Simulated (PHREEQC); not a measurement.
Solution (25 °C): 1.2 mmol/kgw LiCl and 0.17 mmol/kgw Na2SO4. Closed to the air; pH follows from the charge balance.

Computed with PHREEQC (ion-association model, phreeqc.dat).

```csv
quantity,before,after
pH,7.00,7.00
NaSO4- (mol/kgw),2.40e-7,2.84e-11
HSO4- (mol/kgw),1.43e-9,1.64e-11
```

Problem. Which change was made?
A) diluted 100-fold with water
B) temperature from 25 to 35 °C
C) temperature from 25 to 10 °C
D) LiCl from 0.0012 to 0.00024 mol/kgw
E) diluted 10-fold with water

Solution. A, diluted 100-fold with water

Precipitation was switched off in this run.
